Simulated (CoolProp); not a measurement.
Vapour-liquid equilibrium of 1-butene (1) + n-butane (2) at 32.05 °C; x and y are mole fractions of (1).

Computed with CoolProp (multi-fluid Helmholtz-energy mixture model, Lemmon 2005 and Bücker 2006; pair parameters Bell 2016).

```json
[
 {"x": "0.05", "bubble pressure, mixture model (MPa)": "0.3047", "bubble pressure, Raoult's law (MPa)": "0.3045", "y, mixture model": "0.060", "y, Raoult's law": "0.060"},
 {"x": "0.2", "bubble pressure, mixture model (MPa)": "0.3153", "bubble pressure, Raoult's law (MPa)": "0.3142", "y, mixture model": "0.233", "y, Raoult's law": "0.233"},
 {"x": "0.35", "bubble pressure, mixture model (MPa)": "0.3261", "bubble pressure, Raoult's law (MPa)": "0.3239", "y, mixture model": "0.395", "y, Raoult's law": "0.396"},
 {"x": "0.5", "bubble pressure, mixture model (MPa)": "0.3366", "bubble pressure, Raoult's law (MPa)": "0.3337", "y, mixture model": "0.546", "y, Raoult's law": "0.549"},
 {"x": "0.65", "bubble pressure, mixture model (MPa)": "0.3465", "bubble pressure, Raoult's law (MPa)": "0.3434", "y, mixture model": "0.688", "y, Raoult's law": "0.693"},
 {"x": "0.8", "bubble pressure, mixture model (MPa)": "0.3556", "bubble pressure, Raoult's law (MPa)": "0.3531", "y, mixture model": "0.823", "y, Raoult's law": "0.829"},
 {"x": "0.95", "bubble pressure, mixture model (MPa)": "0.3637", "bubble pressure, Raoult's law (MPa)": "0.3629", "y, mixture model": "0.956", "y, Raoult's law": "0.958"}
]
```

The largest gap from Raoult's law is +0.9 % in bubble pressure, at x = 0.65. No azeotrope shows between x = 0.05 and 0.95.

Pair parameters are fitted to limited data, so mixtures are less certain than the pure fluids.
